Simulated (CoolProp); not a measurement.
The numbers come from the reference Helmholtz-energy equation of state, Leachman 2009 in CoolProp.

**Question.** For normal hydrogen, give the phase and the Prandtl number at -238.85 °C and 2.05 kPa; -238.85 °C and 17.7 kPa; -238.85 °C and 74.9 kPa.

**Answer.** 
- -238.85 °C and 2.05 kPa: gas; Prandtl number 0.670
- -238.85 °C and 17.7 kPa: gas; Prandtl number 0.671
- -238.85 °C and 74.9 kPa: gas; Prandtl number 0.674

Viscosity comes from a separate model (Muzny 2013). Thermal conductivity comes from a separate model (Assael 2011).
